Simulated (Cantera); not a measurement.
An isothermal, constant-pressure homogeneous reactor starts with 1.66 % CH4, 0.780 % O2, 97.6 % N2, at 1500 K and 0.730 atm.

Cantera simulation using GRI-Mech 3.0 (53 species, 325 reactions); the numbers are that mechanism's predictions, not measurements.

Question: Predict: x(CH4) at 200 s; x(CO) at 200 s; x(OH) at 200 s.

Answer: 
- x(CH4) at 200 s: 0.000411 (gas-phase equilibrium 6.94e-6)
- x(CO) at 200 s: 0.0117 (gas-phase equilibrium 0.0152)
- x(OH) at 200 s: 9.84e-9 (gas-phase equilibrium <1e-12)
